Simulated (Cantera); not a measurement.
An isothermal, constant-pressure homogeneous reactor starts with H₂ : O₂ : N₂ = 0.73 : 1 : 12 (molar parts), equivalence ratio 0.36, at 1250 K and 100000 Pa. Integrator tolerance rtol = 1e-08.

Cantera simulation using the H2/O2 subset of GRI-Mech 3.0, which has no nitrogen chemistry; the numbers are that mechanism's predictions, not measurements. The temperature is held fixed by assumption; the heat of reaction is taken as removed at once.

Problem. What does this change do: temperature 1250 to 798 K?

Solution. 
| quantity | before | after |
|---|---|---|
| x(H₂) at 200 s | 8.70e-9 (gas-phase equilibrium 8.70e-9) | 0.0189 (gas-phase equilibrium <1e-12) |
| x(O₂) at 200 s | 0.0475 (gas-phase equilibrium 0.0475) | 0.0564 (gas-phase equilibrium 0.0475) |
| x(H₂O₂) at 200 s | 4.39e-10 (gas-phase equilibrium 4.39e-10) | 0.000156 (gas-phase equilibrium 1.33e-12) |
| x(OH) at 200 s | 2.94e-6 (gas-phase equilibrium 2.94e-6) | 8.39e-10 (gas-phase equilibrium 4.20e-10) |
| x(HO₂) at 200 s | 5.55e-9 (gas-phase equilibrium 5.55e-9) | 2.76e-6 (gas-phase equilibrium 3.95e-12) |
| x(O) at 200 s | 1.52e-8 (gas-phase equilibrium 1.52e-8) | 4.07e-10 (gas-phase equilibrium <1e-12) |
Below about 950 K walls govern HO2 and H2O2 in real vessels.
